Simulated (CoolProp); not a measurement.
Computed with CoolProp (reference Helmholtz-energy equation of state, Akasaka 2019).

Task: For R1234ze(Z), give the phase and the speed of sound (m/s), Joule-Thomson coefficient (K/MPa), expansivity (1/kK) at 13.45 °C and 9450 kPa; 48.05 °C and 9450 kPa.

Result: 
- 13.45 °C and 9450 kPa: liquid; speed of sound 741, Joule-Thomson coefficient -0.315, expansivity 1.78
- 48.05 °C and 9450 kPa: liquid; speed of sound 623, Joule-Thomson coefficient -0.213, expansivity 2.08
